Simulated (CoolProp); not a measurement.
Aqueous propylene glycol as a coolant, 36 % by mass, freezing at -17.1 °C, 1 atm.

Computed with CoolProp (Melinder's fits for secondary coolants).

| T (°C) | conductivity (W/(m K)) | density (kg/m³) | viscosity (mPa s) | cp (kJ/(kg K)) |
|---|---|---|---|---|
| -7.3 | 0.399 | 1041 | 14.9 | 3.687 |
| 1.7 | 0.405 | 1038 | 8.84 | 3.715 |
| 10.7 | … | … | … | … |
| 19.7 | … | 1029 | 3.80 | 3.770 |
| 28.7 | 0.424 | 1024 | 2.71 | 3.797 |
| 37.7 | 0.430 | 1019 | 2.02 | 3.823 |

**Question.** Complete the blanks.

**Answer.** 
- 10.7, conductivity (W/(m K)): 0.411
- 10.7, density (kg/m³): 1034
- 10.7, viscosity (mPa s): 5.62
- 10.7, cp (kJ/(kg K)): 3.742
- 19.7, conductivity (W/(m K)): 0.417
